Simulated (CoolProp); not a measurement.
Properties of R115 at several states.

The numbers come from the reference Helmholtz-energy equation of state, Lemmon 2016 in CoolProp.

```
T (K)  p (MPa)   phase        Z  Joule-Thomson coefficient (K/MPa)  fugacity coefficient
-----  -------  ------  -------  ---------------------------------  --------------------
416.4    0.437     gas   0.9735                              5.687                0.9741
264.7     0.26     gas   0.9245                              22.25                0.9309
438.4   0.0201     gas   0.9990                              4.867                0.9990
205.1     1.01  liquid  0.05556                            -0.4070               0.02324
```
